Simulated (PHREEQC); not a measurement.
Spent oxide etchant

Consider water at 25 °C with 190 mmol/kgw HF, 0.19 mmol/kgw H2SiF6, 5.9 mmol/kgw H3PO4 and 32 mmol/kgw HNO3. Closed to the air; pH follows from the charge balance.

All values are PHREEQC results (ion-association model, wateq4f.dat), not measurements.

The pH comes out as 1.49. The ionic strength comes out as 0.0379 mol/kgw and the total alkalinity is -229 meq/kg.

| species | molality | activity | log γ |
|---|---|---|---|
| HF | 0.115 | 0.116 | 0.004 |
| H+ | 0.0377 | 0.0326 | -0.063 |
| H2F2 | 0.0348 | 0.0351 | 0.004 |
| NO3- | 0.0320 | 0.0264 | -0.083 |
| H3PO4 | 0.00472 | 0.00477 | 0.004 |
| F- | 0.00286 | 0.00237 | -0.081 |
| HF2- | 0.00127 | 0.00106 | -0.081 |
| H2PO4- | 0.00118 | 0.000993 | -0.074 |

No solid was allowed to form. wateq4f.dat counts part of the HF as a dimer, H2F2, which phreeqc.dat doesn't know; its constant is uncertain. H3PO4, which wateq4f.dat lacks, is added to it with the constant of phreeqc.dat. SiF6-2 is the database's only silicon fluoride.
